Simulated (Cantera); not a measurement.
Mixture: CH₄ : CO : O₂ : N₂ = 1 : 0.042 : 4.7 : 17.7 (molar parts), equivalence ratio 0.43, at 1.00 atm, adiabatic and at constant volume. Ignition delay is the time to a rise of 400 K.

Computed with Cantera and GRI-Mech 3.0 (53 species, 325 reactions).

What does this change do: pressure from 1.00 atm to 0.888 atm?


| quantity | before | after |
|---|---|---|
| delay at 1225 K | 20.0 ms | 22.0 ms |
| delay at 1325 K | 5.41 ms | 5.93 ms |
| delay at 1425 K | 1.76 ms | 1.93 ms |
| delay at 1525 K | 0.687 ms | 0.758 ms |
| delay at 1625 K | 0.314 ms | 0.349 ms |
| apparent activation energy between 1575 and 1675 K | 160 kJ/mol | 160 kJ/mol |
